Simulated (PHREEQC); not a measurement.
Model water analysis in mg/kgw, 25 °C, pH 6.84, pe 9.2: Na 7.26; K 1.03; Ca 2.76; Mg 0.399; Cl 2.41; S(6) as SO4 6.54; Alkalinity as HCO3 18.6; N(5) as NO3 0.283; Cu(2) 0.00678.

Valence states are taken as typed.

Model: ion-association model, wateq4f.dat, run in PHREEQC.

```
quantity                  before    after
-----------------------  -------  -------
CO3-2 (mol/kgw)          1.08e-7  3.41e-7
Cu+2 (mol/kgw)           4.17e-8  9.03e-8
Cu(OH)2 (mol/kgw)        3.71e-8  7.45e-8
CuOH+ (mol/kgw)          2.64e-9  5.42e-9
SI of Tenorite (CuO)       -1.37    -1.07
SI of Cu(OH)2 (Cu(OH)2)    -2.39    -2.09
```

Problem. Which change was made?
A) pH from 6.84 to 6.54 at the same alkalinity
B) Alkalinity from 18.6 to 55.8 mg/kgw
C) all concentrations times 3 at the same typed pH
D) Mg from 0.399 to 1.2 mg/kgw

Solution. C, all concentrations times 3 at the same typed pH

Precipitation was switched off in this run. The database's constant for dissolved Cu(OH)2 is higher than later reviews accept.
